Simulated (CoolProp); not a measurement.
Tetradecamethylhexasiloxane (MD4M) along the isotherm 620 K: Z from the reference equation and from simpler models built on Tc = 653.2 K, pc = 0.8286 MPa, ω = 0.800; each cubic takes its own stable root.

Model: reference Helmholtz-energy equation of state, Thol 2019, in CoolProp.

```tsv
p (MPa)	phase	reference
0.00131	gas	0.9992
0.00248	gas	0.9985
0.00471	gas	0.9972
0.00893	gas	0.9947
0.0169	gas	0.9900
0.0321	gas	0.9808
0.0608	gas	0.9633
0.115	gas	0.9289
0.219	gas	0.8576
0.414	gas	0.6941
```

How far does each simpler model (Redlich-Kwong, Peng-Robinson) lie from the reference over these 10 states: mean and median of the absolute difference, and the worst?


- Redlich-Kwong: mean 1.6 %, median 0.3 %, worst +9.9 % at 620 K and 0.414 MPa
- Peng-Robinson: mean 0.6 %, median 0.1 %, worst +3.6 % at 620 K and 0.414 MPa
